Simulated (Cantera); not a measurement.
A perfectly stirred reactor is fed with 0.402 % CO, 1.47 % O₂, 0.0265 % H₂O, 98.1 % N₂, equivalence ratio 0.14, at 3.75 atm; it is held at 1323 K, and followed from long to short residence time.

Model: GRI-Mech 3.0 (53 species, 325 reactions), integrated in Cantera.

One state of this run: x CO = 0.000310; x O₂ = 0.0129; x H₂O = 0.000263; x H₂O₂ = 1.42e-9; x H₂ = 2.03e-7; x NO₂ = 1.45e-7. x: mole fraction; the columns are a selection and need not sum to one.

Q: Which value of τ (s) does it belong to?
(A) 0.011
(B) 0.30
(C) 0.057
(D) 0.025

A: B, 0.30
